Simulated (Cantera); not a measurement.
A freely propagating, adiabatic, planar premixed flame of CH₄ : H₂ : O₂ : N₂ = 1 : 0.16 : 2.31 : 8.69 (molar parts), unburnt at 300 K and 0.180 bar; mixture-averaged transport, grid criteria slope 0.08 and curve 0.16, no radiation.

Computed with Cantera and GRI-Mech 3.0 (53 species, 325 reactions). Burning velocities carry a grid error of a few per cent, more on coarse grids.

Predict: laminar burning velocity; thermal thickness; peak x(HCO); peak x(HO₂); peak x(H₂O₂).


| Property | Value |
|---|---|
| laminar burning velocity | 59.7 cm/s |
| thermal thickness | 1.79 mm |
| peak x(HCO) | 5.82e-5 |
| peak x(HO₂) | 0.000119 |
| peak x(H₂O₂) | 1.56e-5 |
